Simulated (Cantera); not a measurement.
Cantera run, input and output.

```python
import numpy as np
import cantera as ct

gas = ct.Solution("gri30.yaml")
gas.TPX = 1398, 1000, {'N2O': 1, 'N2': 1.3}
inlet = ct.Reservoir(gas, clone=True)

reactor = ct.IdealGasConstPressureReactor(gas, energy="off", clone=False)
exhaust = ct.Reservoir(gas, clone=True)
tau = [0.59, 0.29, 0.14, 0.066, 0.032, 0.015, 0.0075, 0.0036, 0.0017, 0.00084, 0.0004][0]
for a, b in ((inlet, reactor), (reactor, exhaust)):
    ct.MassFlowController(a, b, mdot=lambda t: reactor.mass / tau)
net = ct.ReactorNet([reactor])
show = ['N2O', 'NO', 'O2', 'NO2', 'O', 'N2']

rows = []
print(f"{'tau/s':>10s}{'T/K':>9s}" + "".join(f"{s:>11s}" for s in show))
for tau in [0.59, 0.29, 0.14, 0.066, 0.032, 0.015, 0.0075, 0.0036, 0.0017, 0.00084, 0.0004]:
    net.initial_time = 0.0
    net.advance(30 * tau)
    before = gas.X
    net.advance(40 * tau)
    drift = np.max(np.abs(gas.X - before) / (gas.X + 1e-9))
    rows.append([gas.T, *gas[show].X, drift])
    print(f"{tau:10.3e}{gas.T:9.1f}" + "".join(f"{x:11.3e}" for x in gas[show].X))
```

It prints:

```
     tau/s      T/K        N2O         NO         O2        NO2          O         N2
 5.900e-01   1398.0  3.917e-01  6.929e-03  1.421e-02  5.026e-07  2.499e-05  5.871e-01
 2.900e-01   1398.0  4.125e-01  3.582e-03  7.345e-03  2.135e-07  2.496e-05  5.765e-01
 1.400e-01   1398.0  4.237e-01  1.772e-03  3.633e-03  7.957e-08  2.489e-05  5.708e-01
 6.600e-02   1398.0  4.295e-01  8.417e-04  1.726e-03  2.495e-08  2.475e-05  5.679e-01
 3.200e-02   1398.0  4.322e-01  4.058e-04  8.320e-04  7.129e-09  2.445e-05  5.665e-01
 1.500e-02   1398.0  4.336e-01  1.860e-04  3.813e-04  1.695e-09  2.384e-05  5.658e-01
 7.500e-03   1398.0  4.342e-01  8.889e-05  1.822e-04  4.113e-10  2.275e-05  5.655e-01
 3.600e-03   1398.0  4.345e-01  3.886e-05  7.967e-05  8.124e-11  2.071e-05  5.653e-01
 1.700e-03   1398.0  4.347e-01  1.539e-05  3.155e-05  1.294e-11  1.736e-05  5.653e-01
 8.400e-04   1398.0  4.347e-01  5.788e-06  1.187e-05  1.842e-12  1.321e-05  5.652e-01
 4.000e-04   1398.0  4.348e-01  1.814e-06  3.719e-06  1.815e-13  8.694e-06  5.652e-01
```

Model: GRI-Mech 3.0 (53 species, 325 reactions), integrated in Cantera. GRI-Mech 3.0 was tuned for natural gas; its chemistry of N2O as a main component is partial and can be far from experiment. Radical loss at walls, strong at low pressure, is not modelled. The mechanism lacks the step 2 NO + O2 → 2 NO2, which can matter for NO2 below about 1400 K. The temperature is held fixed by assumption; the heat of reaction is taken as removed at once.
